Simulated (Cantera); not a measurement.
An adiabatic, constant-volume homogeneous reactor starts with C₃H₈ : O₂ : N₂ : H₂O = 1 : 3.12 : 37.5 : 2.3 (molar parts), equivalence ratio 1.6, at 1800 K and 0.740 bar.

Model: GRI-Mech 3.0 (53 species, 325 reactions), integrated in Cantera. GRI-Mech 3.0 was tuned for natural gas; its chemistry of propane as a main component is partial and can be far from experiment.

x: mole fraction; the columns are a selection and need not sum to one.

```tsv
t (s)	T (K)	P (bar)	x C₃H₈	x O₂	x H₂O	x OH	x CH₂	x CO
1.00e-6	1785	0.735	0.0212	0.0708	0.0523	?	1.15e-6	1.99e-6
5.76e-6	1743	0.726	0.0133	0.0686	0.0529	?	2.58e-5	0.000454
3.32e-5	2193	0.971	9.59e-11	0.0177	0.0846	?	0.000172	0.0471
0.000191	2398	1.06	<1e-12	0.00138	0.0883	?	<1e-12	0.0446
0.00110	2494	1.10	<1e-12	0.000437	0.0936	?	<1e-12	0.0446
0.00635	2513	1.11	<1e-12	0.000261	0.0947	0.00269	<1e-12	0.0447
0.0366	2511	1.11	<1e-12	0.000253	0.0946	0.00265	<1e-12	0.0448
0.211	2511	1.11	<1e-12	0.000253	0.0946	0.00265	<1e-12	0.0448
1.21	2511	1.11	<1e-12	0.000253	0.0946	0.00265	<1e-12	0.0448
7.00	2511	1.11	<1e-12	0.000253	0.0946	0.00265	<1e-12	0.0448
```

**Question.** Complete the blanks.

**Answer.** 
- 1.00e-6, x OH: 4.72e-5
- 5.76e-6, x OH: 0.000195
- 3.32e-5, x OH: 0.00316
- 0.000191, x OH: 0.00568
- 0.00110, x OH: 0.00342
